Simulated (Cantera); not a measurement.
Charge: 1 mol SiF₄, 0.061 mol C₂H₂, 570 mol H₂, held at 1150 K and 1400 Pa.

Cantera equilibrium calculation (NASA polynomials, part measured and part estimated; ideal gas, pure solids and liquids). Candidate condensed phases: C, C₆H₆, C₇H₈, C₈H₁₈, Si, SiC; 113 gas species. The tables' values for SiF₃ are old estimates; treat these amounts as uncertain. Equilibrium is a limit: real reactors are often held back by kinetics, nucleation or transport.

Q: What is the equilibrium state?

A: 
- x(H₂) = 0.998
- x(SiF₄) = 0.00158
- x(HF) = 0.000403
- x(CH₄) = 0.000137
- x(SiHF₃) = 7.11e-5
- x(SiF₃) = 2.34e-5
- x(SiH₂F₂) = 1.60e-6
- n(SiC(s)) = 0.0435 mol
- gas amount = 571.0 mol
- log10 activity of C(graphite) (absent) = -0.38
- log10 activity of Si(s) (absent) = -2.54
